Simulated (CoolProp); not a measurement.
Saturation properties of water (Tc = 647.1 K, pc = 220.6 bar, ω = 0.344).

Computed with CoolProp (reference Helmholtz-energy equation of state, Wagner 2002).

| T (K) | p (bar) | liquid density (kg/m³) | vapour viscosity (µPa s) | liquid conductivity (mW/(m K)) |
|---|---|---|---|---|
| 409.1 | 3.220 | 929.7 | 13.5 | 683 |
| 423.3 | 4.781 | 916.9 | 14.0 | 681 |
| 437.5 | 6.897 | 903.2 | 14.5 | 677 |
| 451.7 | 9.698 | 888.5 | 14.9 | 672 |
| 466 | 13.36 | 872.9 | 15.4 | 664 |
| 480.2 | 17.98 | 856.3 | 15.9 | 655 |
| 494.4 | 23.76 | 838.6 | 16.4 | 644 |
| 508.6 | 30.87 | 819.7 | 16.9 | 632 |
| 522.8 | 39.53 | 799.4 | 17.4 | 617 |
| 537 | 49.93 | 777.5 | 18.0 | 601 |
| 551.2 | 62.30 | 753.7 | 18.5 | 584 |
| 565.4 | 76.89 | 727.6 | 19.2 | 564 |
| 579.7 | 94.09 | 698.3 | 19.9 | 542 |
| 593.9 | 114.0 | 665.2 | 20.8 | 519 |
| 608.1 | 137.0 | 626.4 | 22.0 | 492 |

It boils at 373.1 K under 1 atm.

Viscosity comes from a separate model (Huber 2009). Thermal conductivity comes from a separate model (Huber 2012).
